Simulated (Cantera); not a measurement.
Input (Python, Cantera) and output of one run.

```python
import numpy as np
import cantera as ct

gas_names = """
    CL CL2 H HCL H2 N NH NH2 NH3 N2 N2H2 N2H4 Si SiCL SiCL2 SiCL3 SiCL4 SiH SiHCL3 SiH2 SiH2CL2 SiH3
    SiH3CL SiH4 SiN Si2 Si2N Si3
""".split()
cond_names = """
    NH4CL(a) NH4CL(b) Si(cr) Si(L) Si3N4(a)
""".split()


# ... load() reads the species with a 1 bar reference pressure and builds the phases ...
atoms = {
    'SiH2Cl2': {'Si': 1, 'H': 2, 'CL': 2},
    'NH3': {'N': 1, 'H': 3},
}
top_T = {'Si3N4(a)': 2400}  # K; cautious upper limits of use, not melting points


# ... equilibrate(T, P, feed) seeds the gas with the atoms and calls Mixture.equilibrate('TP', solver="vcs", rtol=1e-11, max_steps=5000) ...
results = []
T = 1450  # K
P = 52  # Pa
for m in [0.5, 0.69, 0.94, 1.3, 1.8, 2.4, 3.3, 4.5, 6.2, 8.5, 12, 16]:
    feed = {'SiH2Cl2': 1, 'NH3': m}  # mol
    mix = equilibrate(T, P, feed)
    results.append((T, P, feed, dict(zip(mix.species_names, mix.species_moles))))

top = {s: max(r[3][s] / sum(r[3][g] for g in gas_names) for r in results) for s in gas_names}
cols = sorted((s for s in top if top[s] > 0.001), key=lambda s: -top[s])[:5]
seen = [c for c in cond_names if any(r[3].get(c, 0) > 1e-12 for r in results)]
print("log10 of partial pressures in bar; condensed amounts in mol")
print(f"{'n(NH3)':>10s}" + "".join(f"{s[:9]:>10s}" for s in cols + seen))
for T, P, feed, n in results:
    ng = sum(n[g] for g in gas_names)
    print(f"{feed['NH3']:10.4g}" + "".join(f"{np.log10(max(n[s] / ng * P / 1e5, 1e-99)):10.3f}" for s in cols)
          + "".join(f"{n.get(c, 0):10.4g}" for c in seen))
```

It prints:

```
log10 of partial pressures in bar; condensed amounts in mol
    n(NH3)        H2     SiCL2        N2       HCL     SiCL3    Si(cr)  Si3N4(a)
       0.5    -3.571    -3.899    -4.767    -3.980    -5.552   0.05977   0.07835
      0.69    -3.549    -3.967    -4.685    -3.975    -5.626         0    0.1099
      0.94    -3.535    -4.066    -4.517    -3.961    -5.719         0    0.1293
       1.3    -3.518    -4.188    -4.374    -3.967    -5.855         0    0.1507
       1.8    -3.501    -4.332    -4.261    -3.992    -6.032         0    0.1731
       2.4    -3.486    -4.476    -4.180    -4.030    -6.222         0    0.1932
       3.3    -3.471    -4.653    -4.110    -4.088    -6.464         0     0.215
       4.5    -3.459    -4.843    -4.056    -4.158    -6.731         0    0.2351
       6.2    -3.447    -5.055    -4.013    -4.245    -7.035         0     0.254
       8.5    -3.438    -5.278    -3.981    -4.341    -7.358         0    0.2703
        12    -3.431    -5.534    -3.955    -4.456    -7.734         0    0.2853
        16    -3.426    -5.756    -3.938    -4.559    -8.062         0    0.2955
```

Method: chemical equilibrium by Gibbs-energy minimisation in Cantera with the NASA 1993 tables (ideal gas, pure condensed phases). Mutual solubility and eutectic melting of coexisting phases are not modelled. The tables' values for SiCl3, SiCl are old estimates; treat these amounts as uncertain.
